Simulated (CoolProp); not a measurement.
A single-stage vapour-compression cycle with the fluid: evaporating at 291.15 K (dew point), condensing at 327.15 K (bubble point), superheat 2 K, subcooling 0 K, compressor efficiency 0.8, no pressure losses. The same conditions are run with several fluids, on thermodynamics alone (safety and materials aside).

Computed with CoolProp (reference Helmholtz-energy equation of state of each fluid (fluoroethane (R161): Wu 2012; R125: Lemmon 2005; isobutane: Bücker 2006; dimethyl ether: Wu 2011; propyne: Polt 1992; R1132(E): Akasaka 2024)). The equations of Platzer and Polt are older, rougher fits.

Task: Rank fluoroethane (R161), R125, isobutane, dimethyl ether, propyne, R1132(E) by cooling COP, highest first.

Result: propyne (5.58), dimethyl ether (5.46), isobutane (5.30), fluoroethane (R161) (5.22), R1132(E) (4.59), R125 (3.89)

```json
[
 {"fluid": "fluoroethane (R161)", "pressure ratio": "2.50", "discharge temperature (K)": "347.0", "refrigerating effect (kJ/kg)": "269", "volumetric capacity (kJ/m³)": "4680"},
 {"fluid": "R125", "pressure ratio": "2.43", "discharge temperature (K)": "335.0", "refrigerating effect (kJ/kg)": "64.9", "volumetric capacity (kJ/m³)": "4690"},
 {"fluid": "isobutane", "pressure ratio": "2.65", "discharge temperature (K)": "328.7", "refrigerating effect (kJ/kg)": "249", "volumetric capacity (kJ/m³)": "1850"},
 {"fluid": "dimethyl ether", "pressure ratio": "2.62", "discharge temperature (K)": "342.8", "refrigerating effect (kJ/kg)": "324", "volumetric capacity (kJ/m³)": "3260"},
 {"fluid": "propyne", "pressure ratio": "2.64", "discharge temperature (K)": "346.8", "refrigerating effect (kJ/kg)": "390", "volumetric capacity (kJ/m³)": "3350"},
 {"fluid": "R1132(E)", "pressure ratio": "2.39", "discharge temperature (K)": "347.0", "refrigerating effect (kJ/kg)": "155", "volumetric capacity (kJ/m³)": "7000"}
]
```
